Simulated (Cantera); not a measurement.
Charge: 1 mol FeCl2, 8.3 mol N2, at 0.130 Pa.

Cantera equilibrium calculation (NASA polynomials, part measured and part estimated; ideal gas, pure solids and liquids). Candidate condensed phases: Fe, FeCl2, FeCl3; 10 gas species. Kinetics and transport are ignored.

### Question
At 1452 °C, list the 5 most abundant gas species with their mole fractions, and the condensed phases.

### Answer
N2 0.758, Cl 0.151, Fe 0.0755, FeCl2 0.0157, FeCl 7.41e-5. Condensed: gas only.
